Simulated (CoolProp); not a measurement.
A single-stage vapour-compression cycle with propylene: evaporating at 220.15 K (dew point), condensing at 280.15 K (bubble point), superheat 5 K, subcooling 8 K, compressor efficiency 0.85, no pressure losses. Each further row changes one setting.

The numbers come from the reference Helmholtz-energy equation of state, Lemmon 2013 in CoolProp.

```json
[
 {"case": "as stated", "cooling COP": "___", "pressure ratio": "9.09", "discharge temperature (K)": "323.6", "refrigerating effect (kJ/kg)": "332", "volumetric capacity (kJ/m³)": "605"},
 {"case": "evaporating temperature 225.15 K", "cooling COP": "2.92", "pressure ratio": "7.19", "discharge temperature (K)": "318.8", "refrigerating effect (kJ/kg)": "338", "volumetric capacity (kJ/m³)": "765"},
 {"case": "condensing temperature 275.15 K", "cooling COP": "2.86", "pressure ratio": "7.87", "discharge temperature (K)": "___", "refrigerating effect (kJ/kg)": "344", "volumetric capacity (kJ/m³)": "627"},
 {"case": "subcooling 13 K", "cooling COP": "2.66", "pressure ratio": "9.09", "discharge temperature (K)": "323.6", "refrigerating effect (kJ/kg)": "344", "volumetric capacity (kJ/m³)": "627"},
 {"case": "superheat 15 K", "cooling COP": "___", "pressure ratio": "9.09", "discharge temperature (K)": "334.5", "refrigerating effect (kJ/kg)": "345", "volumetric capacity (kJ/m³)": "600"},
 {"case": "compressor efficiency 0.75", "cooling COP": "2.26", "pressure ratio": "9.09", "discharge temperature (K)": "333.4", "refrigerating effect (kJ/kg)": "332", "volumetric capacity (kJ/m³)": "605"}
]
```

Task: What belongs in the gaps?

Result: 
- as stated, cooling COP: 2.56
- condensing temperature 275.15 K, discharge temperature (K): 316.7
- superheat 15 K, cooling COP: 2.55
